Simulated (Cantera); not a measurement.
Mixture: CH4 : C2H6 : C3H8 : O2 : N2 = 1 : 0.031 : 0.22 : 1.89 : 7.1 (molar parts), equivalence ratio 1.7, at 1000000 Pa, adiabatic and at constant volume. Ignition delay is the time to a rise of 400 K.

Detailed kinetics in Cantera: GRI-Mech 3.0 (53 species, 325 reactions). GRI-Mech 3.0 was tuned for natural gas; its chemistry of propane as a main component is partial and can be far from experiment.

Task: What does this change do: pressure from 1000000 Pa to 34000 Pa?

Result: 
```
quantity                                                before       after
--------------------------------------------------  ----------  ----------
delay at 1100 K                                        8.96 ms     0.114 s
delay at 1150 K                                        4.21 ms     39.5 ms
delay at 1200 K                                        1.95 ms     14.8 ms
delay at 1250 K                                       0.899 ms     6.04 ms
delay at 1300 K                                       0.424 ms     2.73 ms
delay at 1350 K                                       0.208 ms     1.35 ms
apparent activation energy between 1250 and 1350 K  210 kJ/mol  210 kJ/mol
```

Task: What does this change do: 0.034 parts H2 added?

Result: 
```csv
quantity,before,after
delay at 1100 K,8.96 ms,6.47 ms
delay at 1150 K,4.21 ms,3.35 ms
delay at 1200 K,1.95 ms,1.66 ms
delay at 1250 K,0.899 ms,0.807 ms
delay at 1300 K,0.424 ms,0.393 ms
delay at 1350 K,0.208 ms,0.197 ms
apparent activation energy between 1250 and 1350 K,210 kJ/mol,200 kJ/mol
```
